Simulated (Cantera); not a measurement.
Input (Python, Cantera) and output of one run.

```python
import numpy as np
import cantera as ct

gas_names = """
    O Li
""".split()
cond_names = """
    Li2O(s) Li2O(L)
""".split()


# ... load() reads the species with a 1 bar reference pressure and builds the phases ...
species = {s.name: s for s in load("nasa_gas.yaml", gas_names) + load("nasa_condensed.yaml", cond_names)}
# Each term lists the table entries of one substance; the one whose range holds T is used.
reactions = {
    'O(g) + 2 Li(g) = Li2O':
        [(-1, ['O']), (-2, ['Li']), (1, ['Li2O(s)', 'Li2O(L)'])],
}


def pick(names, T):
    return next(species[n] for n in names if species[n].thermo.min_temp <= T <= species[n].thermo.max_temp)


results = []
for label, terms in reactions.items():
    print(label)
    print("     T/K   dH/kJ  dS/(J/K)   dG/kJ   log10 K")
    for T in [848, 898, 948, 998, 1048, 1098, 1148, 1198, 1248]:
        used = [(nu, pick(names, T)) for nu, names in terms]
        dH = sum(nu * s.thermo.h(T) for nu, s in used) / 1e6
        dS = sum(nu * s.thermo.s(T) for nu, s in used) / 1e3
        dG = dH - T * dS / 1e3
        logK = -dG * 1e6 / (ct.gas_constant * T * np.log(10))
        results.append((label, T, dH, dS, dG, logK, [s.name for _, s in used]))
        print(f"{T:8g} {dH:8.1f} {dS:8.1f} {dG:8.1f} {logK:8.2f}")
```

Result:

```
O(g) + 2 Li(g) = Li2O
     T/K   dH/kJ  dS/(J/K)   dG/kJ   log10 K
     848  -1161.7   -394.1   -827.5    50.97
     898  -1160.7   -393.0   -807.8    46.99
     948  -1159.6   -391.8   -788.2    43.43
     998  -1158.5   -390.6   -768.6    40.23
    1048  -1156.9   -389.5   -748.7    37.32
    1098  -1155.7   -388.3   -729.3    34.69
    1148  -1154.3   -387.1   -709.9    32.30
    1198  -1152.9   -385.9   -690.6    30.11
    1248  -1151.4   -384.7   -671.3    28.10
```

Cantera with NASA thermochemical tables; ideal gases at 1 bar, condensed phases pure. Condensed species are held in their standard states even where they would react or evaporate.
